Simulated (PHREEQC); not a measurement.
Consider water at 25 °C with 0.21 mol/kgw Cu(NO3)2, 0.069 mol/kgw HBF4 and 0.02 mol/kgw H3BO3. Closed to the air; pH follows from the charge balance.

The numbers come from PHREEQC with the ion-association model, wateq4f.dat.

Precipitation was switched off in this run.

**Question.** Order these B species by the share of B that they hold, largest first: H3BO3, BF3OH-, BF2(OH)2-, BF4-.

**Answer.** BF4- (72 %), H3BO3 (23 %), BF3OH- (3.9 %), BF2(OH)2- (0.79 %)

**Question.** Order these F species by the share of F that they hold, largest first: BF3OH-, BF2(OH)2-, HF, BF4-.

**Answer.** BF4- (93 %), BF3OH- (3.8 %), HF (2.1 %), BF2(OH)2- (0.51 %)

The pH is 1.28 and the ionic strength 0.699 mol/kgw. Real BF4- forms and hydrolyses slowly; the run takes it at equilibrium.
